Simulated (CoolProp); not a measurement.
The fluid at 422.27 K and 0.164 MPa expands adiabatically to 0.0152 MPa with isentropic efficiency 1. The same conditions are run with several fluids, on thermodynamics alone (safety and materials aside).

The numbers come from the reference Helmholtz-energy equation of state of each fluid (benzene: Thol 2012; CH2F2 (R32): Tillner-Roth 1997; C2F6 (R116): Lemmon 2006; R123: Younglove 1994; water: Wagner 2002) in CoolProp.

### Question
Rank benzene, CH2F2 (R32), C2F6 (R116), R123, water by work (kJ/kg), highest first.

### Answer
water (377), CH2F2 (R32) (131), benzene (96.4), C2F6 (R116) (55.8), R123 (49.7)

| fluid | final temperature (K) | final phase | final density (kg/m³) |
|---|---|---|---|
| benzene | 350.6 | gas | 0.409 |
| CH2F2 (R32) | 276.1 | gas | 0.345 |
| C2F6 (R116) | 359.7 | gas | 0.702 |
| R123 | 355.9 | gas | 0.788 |
| water | 327.4 | two-phase, vapour fraction 0.913 | 0.111 |
